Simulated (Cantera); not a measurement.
Charge: 1 mol c-C4F8, 7.1 mol H2, 1.2 mol F2, held at 2573 K and 8.40 Pa.

Equilibrium computed with Cantera from the NASA thermochemical tables; the gas is ideal and each condensed phase is pure. Candidate condensed phases: C, C6H6, C7H8, C8H18; 95 gas species. The feed counts by its element totals alone. The numbers say what is thermodynamically allowed, not how fast it happens.

What is the equilibrium state?


| Item | Result |
|---|---|
| x(HF) | 0.594 |
| x(H) | 0.302 |
| x(F) | 0.0694 |
| x(C3) | 0.0178 |
| x(H2) | 0.00650 |
| x(C) | 0.00525 |
| x(CF) | 0.00282 |
| x(C2) | 0.00167 |
| x(C2H) | 0.000368 |
| n(C(graphite)) | 2.97 mol |
| gas amount | 15.61 mol |
